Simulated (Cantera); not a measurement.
An adiabatic, constant-pressure homogeneous reactor starts with C3H8 : O2 : N2 = 1 : 11.1 : 41.8 (molar parts), equivalence ratio 0.45, at 1600 K and 101000 Pa.

Detailed kinetics in Cantera: GRI-Mech 3.0 (53 species, 325 reactions). GRI-Mech 3.0 was tuned for natural gas; its chemistry of propane as a main component is partial and can be far from experiment.

x: mole fraction; the columns are a selection and need not sum to one.

| t (s) | T (K) | x C3H8 | x O2 | x O | x HO2 | x CH3 |
|---|---|---|---|---|---|---|
| 1.00e-6 | 1598 | 0.0184 | 0.206 | 4.35e-6 | [?] | 0.000182 |
| 3.98e-6 | 1593 | 0.0174 | 0.205 | 1.15e-5 | [?] | 0.000970 |
| 1.59e-5 | 1595 | 0.0110 | 0.200 | 4.72e-5 | [?] | 0.00272 |
| 6.32e-5 | 2113 | <1e-12 | 0.109 | 0.0197 | [?] | <1e-12 |
| 0.000252 | 2338 | <1e-12 | 0.108 | 0.00992 | [?] | <1e-12 |
| 0.00100 | 2455 | <1e-12 | 0.109 | 0.00412 | 6.26e-6 | <1e-12 |
| 0.00399 | 2457 | <1e-12 | 0.108 | 0.00384 | 6.33e-6 | <1e-12 |
| 0.0159 | 2448 | <1e-12 | 0.105 | 0.00362 | 6.08e-6 | <1e-12 |
| 0.0633 | 2439 | <1e-12 | 0.102 | 0.00341 | 5.84e-6 | <1e-12 |
| 0.252 | 2439 | <1e-12 | 0.102 | 0.00340 | 5.82e-6 | <1e-12 |
| 1.00 | 2439 | <1e-12 | 0.102 | 0.00340 | 5.82e-6 | <1e-12 |
| 4.00 | 2439 | <1e-12 | 0.102 | 0.00340 | 5.82e-6 | <1e-12 |

### Question
What belongs in the gaps?

### Answer

- 1.00e-6, x HO2: 2.17e-5
- 3.98e-6, x HO2: 0.000120
- 1.59e-5, x HO2: 0.000231
- 6.32e-5, x HO2: 9.20e-6
- 0.000252, x HO2: 5.13e-6
